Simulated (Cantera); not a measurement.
A freely propagating, adiabatic, planar premixed flame of H2 : O2 : N2 = 1 : 0.278 : 1.04 (molar parts), equivalence ratio 1.8, unburnt at 650 K and 750 Torr; mixture-averaged transport, grid criteria slope 0.08 and curve 0.16, no radiation.

Computed with Cantera and the H2/O2 subset of GRI-Mech 3.0, which has no nitrogen chemistry. Burning velocities carry a grid error of a few per cent, more on coarse grids.

**Question.** What does this change do: inlet temperature 650 to 600 K?

**Answer.** 
```json
[
 {"quantity": "laminar burning velocity", "before": "1050 cm/s", "after": "915 cm/s"},
 {"quantity": "thermal thickness", "before": "0.465 mm", "after": "0.451 mm"},
 {"quantity": "peak x(HO2)", "before": "0.000227", "after": "0.000262"},
 {"quantity": "peak x(OH)", "before": "0.00817", "after": "0.00755"},
 {"quantity": "peak x(H)", "before": "0.101", "after": "0.0969"},
 {"quantity": "peak x(H2O2)", "before": "5.85e-6", "after": "9.28e-6"}
]
```

**Question.** What does this change do: inlet temperature 650 to 575 K?

**Answer.** 
| quantity | before | after |
|---|---|---|
| laminar burning velocity | 1050 cm/s | 851 cm/s |
| thermal thickness | 0.465 mm | 0.443 mm |
| peak x(HO2) | 0.000227 | 0.000282 |
| peak x(OH) | 0.00817 | 0.00725 |
| peak x(H) | 0.101 | 0.0949 |
| peak x(H2O2) | 5.85e-6 | 1.19e-5 |
